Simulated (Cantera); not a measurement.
Charge: 1 mol Al, 45 mol NH3, 610 mol H2, equilibrated at 725 °C and 0.000370 bar.

These are equilibrium values from Cantera (NASA tables, ideal gas, pure condensed phases), not measurements of a reactor. Candidate condensed phases: Al, AlN; 13 gas species. Rates play no part.

Base state: H2 0.969, N2 0.0315 (mole fractions); condensed: AlN(s).

Question: What changes in the equilibrium state with this change: temperature from 725 °C to 1727 °C?

Answer: 
```json
[
 {"species": "H2", "before": "0.969", "after": "0.888"},
 {"species": "H", "before": "1.10e-7", "after": "0.0797"},
 {"species": "N2", "before": "0.0315", "after": "0.0308"},
 {"species": "Al", "before": "<1e-9", "after": "0.00136"},
 {"species": "AlN(s), mol", "before": "1.00", "after": "0"}
]
```

Question: What changes in the equilibrium state with this change: NH3 from 45 to 0.44 mol?

Answer: 
```csv
species,before,after
H2,0.969,1.00
N2,0.0315,<1e-9
"AlN(s), mol",1.00,0.440
"Al(l), mol",0,0.560
```

Question: What changes in the equilibrium state with this change: temperature from 725 °C to 1325 °C?

Answer: 
```csv
species,before,after
H2,0.969,0.964
N2,0.0315,0.0319
H,1.10e-7,0.00272
Al,<1e-9,0.00111
AlH,<1e-9,1.77e-5
"AlN(s), mol",1.00,0.208
```
